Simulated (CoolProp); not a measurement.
A closed Brayton cycle with carbon dioxide: compressor inlet 306.15 K and 9.1 MPa, high pressure 21.5 MPa, turbine inlet 945 K, compressor efficiency 0.89, turbine efficiency 0.93, recuperator effectiveness 0.95 (on enthalpy, no pinch check). Each further row changes one setting.

Model: reference Helmholtz-energy equation of state, Span 1996, in CoolProp.

```csv
case,thermal efficiency (%),net work (kJ/kg),compressor to turbine work,compressor exit (K),turbine exit (K)
as stated,41.3,118,0.14,327.0,828.6
turbine inlet 895 K,40.1,___,0.14,327.0,782.7
compressor inlet 316.15 K,___,108,___,___,828.6
high pressure 18.3 MPa,___,___,___,___,849.8
recuperator effectiveness 0.5,20.8,118,0.14,327.0,828.6
```

What belongs in the gaps?


- turbine inlet 895 K, net work (kJ/kg): 110
- compressor inlet 316.15 K, thermal efficiency (%): 41.0
- compressor inlet 316.15 K, compressor to turbine work: 0.21
- compressor inlet 316.15 K, compressor exit (K): 365.3
- high pressure 18.3 MPa, thermal efficiency (%): 39.0
- high pressure 18.3 MPa, net work (kJ/kg): 98.4
- high pressure 18.3 MPa, compressor to turbine work: 0.12
- high pressure 18.3 MPa, compressor exit (K): 322.5
